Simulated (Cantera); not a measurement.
An isothermal, constant-pressure homogeneous reactor starts with NO : N2 = 1 : 2.1 (molar parts), at 1750 K and 0.690 bar. Integrator tolerance rtol = 1e-08.

Model: GRI-Mech 3.0 (53 species, 325 reactions), integrated in Cantera.

Task: What does this change do: pressure from 0.690 bar to 0.0133 bar?

Result: 
```
quantity                                            before                                     after
----------------  ----------------------------------------  ----------------------------------------
x(NO) at 3.00 s      0.265 (gas-phase equilibrium 0.00315)     0.321 (gas-phase equilibrium 0.00315)
x(NO2) at 3.00 s  0.000234 (gas-phase equilibrium 6.36e-6)   1.07e-5 (gas-phase equilibrium 8.84e-7)
x(N2) at 3.00 s        0.706 (gas-phase equilibrium 0.837)       0.678 (gas-phase equilibrium 0.837)
x(O) at 3.00 s     1.62e-5 (gas-phase equilibrium 3.62e-5)  5.48e-5 (gas-phase equilibrium 0.000260)
x(N2O) at 3.00 s   2.79e-5 (gas-phase equilibrium 1.56e-7)   3.70e-5 (gas-phase equilibrium 2.17e-8)
```
Radical loss at walls, strong at low pressure, is not modelled.

Task: What does this change do: N2 2.1 to 0.36 parts?

Result: 
| quantity | before | after |
|---|---|---|
| x(NO) at 3.00 s | 0.265 (gas-phase equilibrium 0.00315) | 0.495 (gas-phase equilibrium 0.00414) |
| x(NO2) at 3.00 s | 0.000234 (gas-phase equilibrium 6.36e-6) | 0.000873 (gas-phase equilibrium 1.26e-5) |
| x(N2) at 3.00 s | 0.706 (gas-phase equilibrium 0.837) | 0.385 (gas-phase equilibrium 0.630) |
| x(O) at 3.00 s | 1.62e-5 (gas-phase equilibrium 3.62e-5) | 3.23e-5 (gas-phase equilibrium 5.48e-5) |
| x(N2O) at 3.00 s | 2.79e-5 (gas-phase equilibrium 1.56e-7) | 9.41e-5 (gas-phase equilibrium 1.78e-7) |
